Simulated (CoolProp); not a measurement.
Vapour-liquid equilibrium of propylene (1) + R142b (2) at -22.55 °C; x and y are mole fractions of (1).

Values from CoolProp's multi-fluid Helmholtz-energy mixture model, Lemmon 2013 and Lemmon 2006; pair parameters Bell 2016.

| x | bubble pressure, mixture model (MPa) | bubble pressure, Raoult's law (MPa) | y, mixture model | y, Raoult's law |
|---|---|---|---|---|
| 0.05 | 0.07043 | 0.06794 | 0.228 | 0.205 |
| 0.2 | 0.1108 | 0.1013 | 0.578 | 0.551 |
| 0.35 | 0.1482 | 0.1346 | 0.736 | 0.726 |
| 0.5 | 0.1817 | 0.1680 | 0.826 | 0.831 |
| 0.65 | 0.2119 | 0.2013 | 0.887 | 0.901 |
| 0.8 | 0.2403 | 0.2347 | 0.937 | 0.952 |
| 0.95 | 0.2691 | 0.2680 | 0.984 | 0.989 |

The largest gap from Raoult's law is +10.1 % in bubble pressure, at x = 0.35. No azeotrope shows between x = 0.05 and 0.95.

Pair parameters are fitted to limited data, so mixtures are less certain than the pure fluids.
